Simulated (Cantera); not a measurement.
Input (Python, Cantera):

```python
import numpy as np
import cantera as ct

gas = ct.Solution("gri30.yaml")
gas.TPX = 1625, 33000, {'CH4': 1, 'H2': 0.07, 'O2': 0.848, 'N2': 3.19}
reactor = ct.IdealGasConstPressureReactor(gas, energy="on", clone=False)
net = ct.ReactorNet([reactor])
net.rtol, net.atol = 1e-08, 1e-16
show = ['CH4', 'H2', 'O2', 'NO2', 'NO', 'C2H', 'CH2']
times = np.geomspace(1e-06, 7, 12)

steps = ct.SolutionArray(gas, extra=["t"])
rows = []
print(f"{'t/s':>10s}{'T/K':>9s}{'P/Pa':>11s}" + "".join(f"{s:>11s}" for s in show))
for t in times:
    while net.time < t:
        t_next = net.step()
        steps.append(gas.state, t=t_next)
    rows.append([np.interp(t, steps.t, y) for y in (steps.T, steps.P, *steps(*show).X.T)])
    print(f"{t:10.3e}{rows[-1][0]:9.1f}{rows[-1][1]:11.4g}" + "".join(f"{x:11.3e}" for x in rows[-1][2:]))
rate = np.gradient(steps.T, steps.t)
print("integrator steps:", len(steps.t))
if steps.T.max() > steps.T[0] + 200:
    print(f"time of steepest temperature rise: {steps.t[rate.argmax()]:.4e} s")
gas.TPX = 1625, 33000, {'CH4': 1, 'H2': 0.07, 'O2': 0.848, 'N2': 3.19}
gas.equilibrate("HP")
print(f"equilibrium (HP): T = {gas.T:.1f} K  " + "  ".join(f"{s} {gas[s].X[0]:.3e}" for s in show))
```

Result:

```
       t/s      T/K       P/Pa        CH4         H2         O2        NO2         NO        C2H        CH2
 1.000e-06   1625.0    3.3e+04  1.958e-01  1.370e-02  1.660e-01  3.194e-23  9.414e-17  1.084e-27  7.293e-14
 4.191e-06   1625.0    3.3e+04  1.958e-01  1.370e-02  1.660e-01  8.598e-21  1.481e-15  4.869e-24  1.207e-12
 1.756e-05   1624.9    3.3e+04  1.958e-01  1.371e-02  1.660e-01  1.119e-18  1.127e-14  9.321e-21  1.381e-11
 7.359e-05   1624.8    3.3e+04  1.957e-01  1.372e-02  1.660e-01  1.328e-16  1.119e-13  2.131e-17  3.224e-10
 3.084e-04   1625.4    3.3e+04  1.945e-01  1.385e-02  1.654e-01  1.733e-14  2.755e-12  1.999e-13  1.925e-08
 1.292e-03   2457.4    3.3e+04  1.385e-03  1.983e-01  3.490e-06  3.036e-10  5.602e-05  2.091e-05  5.024e-05
 5.416e-03   2415.2    3.3e+04  8.211e-09  2.248e-01  4.604e-06  1.300e-09  3.670e-04  6.862e-11  4.612e-10
 2.270e-02   2397.9    3.3e+04  9.617e-12  2.232e-01  7.465e-06  7.192e-10  2.115e-04  5.976e-17  9.665e-13
 9.512e-02   2398.6    3.3e+04  9.047e-12  2.231e-01  7.551e-06  3.495e-10  1.023e-04  5.643e-17  9.120e-13
 3.986e-01   2398.7    3.3e+04  9.012e-12  2.231e-01  7.558e-06  3.147e-10  9.213e-05  5.623e-17  9.087e-13
 1.670e+00   2398.7    3.3e+04  9.012e-12  2.231e-01  7.558e-06  3.147e-10  9.213e-05  5.623e-17  9.087e-13
 7.000e+00   2398.7    3.3e+04  9.012e-12  2.231e-01  7.558e-06  3.147e-10  9.213e-05  5.623e-17  9.087e-13
integrator steps: 1929
time of steepest temperature rise: 1.0046e-03 s
equilibrium (HP): T = 2398.7 K  CH4 1.008e-11  H2 2.231e-01  O2 7.558e-06  NO2 3.147e-10  NO 9.213e-05  C2H 6.201e-17  CH2 9.927e-13
```

Detailed kinetics in Cantera: GRI-Mech 3.0 (53 species, 325 reactions).
